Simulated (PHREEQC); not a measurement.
A solution holds 0.023 mol MgCl2 and 1.2e-05 mol CO2 per kg of water, at 25 °C. Closed to the air; pH follows from the charge balance.

Computed with PHREEQC (ion-association model, phreeqc.dat).

```json
[
 {"quantity": "pH", "before": "5.65", "after": "5.70"},
 {"quantity": "ionic strength (mol/kgw)", "before": "0.0690", "after": "0.0690"},
 {"quantity": "CO2 (mol/kgw)", "before": "9.37e-6", "after": "9.66e-6"},
 {"quantity": "HCO3- (mol/kgw)", "before": "2.34e-6", "after": "2.09e-6"},
 {"quantity": "CO3-2 (mol/kgw)", "before": "9.25e-11", "after": "6.36e-11"}
]
```

Task: Name the change that produced these shifts.
A) temperature from 25 to 10 °C
B) temperature from 25 to 65 °C
C) diluted 2-fold with water
D) MgCl2 left out
E) CO2 from 1.2e-05 to 0.00012 mol/kgw

Result: A, temperature from 25 to 10 °C

No solid was allowed to form. Away from 25 °C the constants follow the database's enthalpies or fits; those with neither stay at their 25 °C values.
